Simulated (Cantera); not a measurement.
Feed: 1 mol (CH₃)₂SiCl₂, 0.0039 mol C₃H₈, 960 mol H₂, equilibrated at 1273.15 K and 48000 Pa.

Cantera equilibrium calculation (NASA polynomials, part measured and part estimated; ideal gas, pure solids and liquids). Candidate condensed phases: C, C₆H₆, C₇H₈, C₈H₁₈, Si, SiC; 109 gas species. The feed counts by its element totals alone. Rates play no part.

Base state: H₂ 0.997, HCl 0.00208, CH₄ 0.00105 (mole fractions); condensed: SiC(s).

Question: What changes in the equilibrium state with this change: pressure from 48000 Pa to 500 Pa?

Answer: 
```csv
species,before,after
H₂,0.997,0.998
HCl,0.00208,0.00207
CH₄,0.00105,4.67e-5
H,1.03e-6,1.01e-5
"SiC(s), mol",1.000,1.000
"C(graphite), mol",0,0.966
```
